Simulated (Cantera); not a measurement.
Input (Python, Cantera) and output of one run.

```python
import numpy as np
import cantera as ct

gas_names = [...]  # 114 gases of nasa_gas.yaml made of C, Fe, H, O
cond_names = """
    C(gr) C6H6(L) C7H8(L) C8H18(L),n-octa Fe(a) Fe(c) Fe(d) Fe(L) FeC5O5(L) FeO(s) FeO(L) Fe(OH)2(s)
    Fe(OH)3(s) Fe2O3(s) Fe3O4(s) H2O(s) H2O(L)
""".split()


# ... load() reads the species with a 1 bar reference pressure and builds the phases ...
atoms = {
    'Fe(CO)5': {'Fe': 1, 'C': 5, 'O': 5},
    'CO': {'C': 1, 'O': 1},
    'H2': {'H': 2},
}
top_T = {'C(gr)': 4500, 'Fe2O3(s)': 1830, 'Fe3O4(s)': 1870}  # K; cautious upper limits of use, not melting points


# ... equilibrate(T, P, feed) seeds the gas with the atoms and calls Mixture.equilibrate('TP', solver="vcs", rtol=1e-11, max_steps=5000) ...
results = []
feed = {'Fe(CO)5': 1, 'CO': 2, 'H2': 3.6}  # mol
T = 1598.15  # K
P = 3400  # Pa
mix = equilibrate(T, P, feed)
results.append((T, P, feed, dict(zip(mix.species_names, mix.species_moles))))
print(gas.report(threshold=0.001))
for i in range(1, mix.n_phases):
    print(f"{mix.phase(i).name:16s} {mix.phase_moles(i):12.5e} mol")
```

Output:

```
       temperature   1598.2 K
          pressure   3400 Pa
           density   0.0049081 kg/m^3
  mean mol. weight   19.182 kg/kmol
   phase of matter   gas

                          1 kg             1 kmol
                     ---------------   ---------------
          enthalpy       -1.6475e+06       -3.1601e+07  J
   internal energy       -2.3402e+06       -4.4889e+07  J
           entropy             13577        2.6042e+05  J/K
    Gibbs function       -2.3345e+07       -4.4779e+08  J
 heat capacity c_p            1798.9             34505  J/K
 heat capacity c_v            1365.4             26191  J/K

                      mass frac. Y      mole frac. X     chem. pot. / RT
                     ---------------   ---------------   ---------------
                CO           0.96419           0.66029           -39.078
                H2           0.03568           0.33948           -23.251
     [ +112 minor]        0.00013251        0.00022449

C(gr)             0.00000e+00 mol
Fe(c)             9.99670e-01 mol
FeC5O5(L)         0.00000e+00 mol
FeO(s)            0.00000e+00 mol
Fe2O3(s)          0.00000e+00 mol
Fe3O4(s)          0.00000e+00 mol
```

Equilibrium computed with Cantera from the NASA thermochemical tables; the gas is ideal and each condensed phase is pure.
